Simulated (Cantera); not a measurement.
A diamond (100) surface in a fixed gas of H2 with x(CH4) = 0.0043, x(CH3) = 0.00014, at 950 K, 73.5 Torr; coverages are run to steady state.

Model: the Harris–Goodwin 1993 mechanism for the reconstructed diamond (100) surface, integrated in Cantera.

θ: site fractions in the mechanism's names (c6HH fully hydrogenated, c6H* and c6*H radical sites, c6** diradical, c6HM methylated).

```json
[
 {"x(H)": "0.0001", "growth (µm/h)": "2.03", "θ c6HH": "0.374", "θ c6H*": "0.00744", "θ c6*H": "0.177", "θ c6**": "___", "θ c6HM": "0.338"},
 {"x(H)": "0.00021", "growth (µm/h)": "3.06", "θ c6HH": "0.449", "θ c6H*": "0.00938", "θ c6*H": "0.223", "θ c6**": "___", "θ c6HM": "0.242"},
 {"x(H)": "0.00042", "growth (µm/h)": "3.98", "θ c6HH": "0.517", "θ c6H*": "0.0111", "θ c6*H": "0.263", "θ c6**": "___", "θ c6HM": "0.157"},
 {"x(H)": "0.00087", "growth (µm/h)": "4.72", "θ c6HH": "0.571", "θ c6H*": "0.0124", "θ c6*H": "0.294", "θ c6**": "___", "θ c6HM": "0.0901"},
 {"x(H)": "0.0018", "growth (µm/h)": "5.19", "θ c6HH": "0.605", "θ c6H*": "0.0132", "θ c6*H": "0.314", "θ c6**": "0.00602", "θ c6HM": "0.0478"},
 {"x(H)": "0.0037", "growth (µm/h)": "5.45", "θ c6HH": "0.624", "θ c6H*": "0.0137", "θ c6*H": "0.324", "θ c6**": "0.00638", "θ c6HM": "0.0244"},
 {"x(H)": "0.0076", "growth (µm/h)": "5.59", "θ c6HH": "0.633", "θ c6H*": "0.0140", "θ c6*H": "0.330", "θ c6**": "0.00658", "θ c6HM": "0.0122"},
 {"x(H)": "0.016", "growth (µm/h)": "5.67", "θ c6HH": "0.639", "θ c6H*": "0.0143", "θ c6*H": "0.333", "θ c6**": "0.00670", "θ c6HM": "0.00587"},
 {"x(H)": "0.032", "growth (µm/h)": "5.71", "θ c6HH": "0.641", "θ c6H*": "0.0147", "θ c6*H": "0.334", "θ c6**": "0.00678", "θ c6HM": "0.00296"}
]
```

Question: Complete the blanks.

Answer: 
- 0.0001, θ c6**: 0.00192
- 0.00021, θ c6**: 0.00319
- 0.00042, θ c6**: 0.00439
- 0.00087, θ c6**: 0.00538
